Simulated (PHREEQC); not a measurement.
Make-up at 25 °C: 2.9 mmol/kgw ZnSO4. Closed to the air; pH follows from the charge balance.

Model: ion-association model, phreeqc.dat, run in PHREEQC.

| Item | Value |
|---|---|
| pH | 5.91 |
| ionic strength | 0.00927 mol/kgw |
| specific conductance | 540 µS/cm |

```tsv
species	molality	activity	log γ
Zn+2	0.00232	0.00157	-0.170
SO4-2	0.00231	0.00156	-0.170
ZnSO4	0.000572	0.000573	0.001
Zn(SO4)2-2	1.08e-5	7.26e-6	-0.173
ZnOH+	1.53e-6	1.38e-6	-0.043
H+	1.36e-6	1.24e-6	-0.038
HSO4-	2.08e-7	1.88e-7	-0.043
Zn(OH)2	1.28e-8	1.28e-8	0.001
OH-	9.02e-9	8.15e-9	-0.044
```

Precipitation was switched off in this run. Species that the database lacks are ignored.
